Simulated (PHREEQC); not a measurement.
Solution (20 °C): 0.0059 mol HF and 4.2e-05 mol (NH4)2SiF6 per kg of water. Closed to the air; pH follows from the charge balance.

Model: ion-association model, phreeqc.dat, run in PHREEQC.

No solid was allowed to form.

Task: Predict the pH, ionic strength.

Result: pH 2.76; ionic strength 0.00194 mol/kgw.

Task: In which forms is F present?

Result: HF 66 %, F- 29 %, SiF6-2 4.1 %, HF2- 0.9 % of the F.

SiF6-2 is the database's only silicon fluoride.
